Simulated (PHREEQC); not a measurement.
Make-up at 39 °C: 0.0074 mol/kgw KH2PO4, 0.011 mol/kgw NaOH and 0.0029 mol/kgw ZnSO4. Closed to the air; pH follows from the charge balance.

Computed with PHREEQC (ion-association model, wateq4f.dat).

```tsv
quantity	before	after
pH	8.79	11.43
ionic strength (mol/kgw)	0.0304	0.0469
SO4-2 (mol/kgw)	0.00262	0.00260
Zn(OH)2 (mol/kgw)	0.00149	0.00137
ZnOH+ (mol/kgw)	0.000698	1.51e-6
Zn+2 (mol/kgw)	0.000597	3.18e-9
SI of Zincite(c) (ZnO)	+3.65	+3.62
```

### Question
What was changed between the two runs?
(A) KH2PO4 left out
(B) diluted 100-fold with water
(C) KH2PO4 from 0.0074 to 0.00074 mol/kgw
(D) KH2PO4 replaced by K3PO4 at the same molality
(E) KH2PO4 from 0.0074 to 0.0148 mol/kgw

### Answer
D, KH2PO4 replaced by K3PO4 at the same molality

Precipitation was switched off in this run. Some of these states are supersaturated (in Zincite(c) (slow to form), for instance). H3PO4, which wateq4f.dat lacks, is added to it with the constant of phreeqc.dat. At this temperature some constants are extrapolated from 25 °C, and those without enthalpy data are left unchanged. The database has no phosphate complexes of Zn.
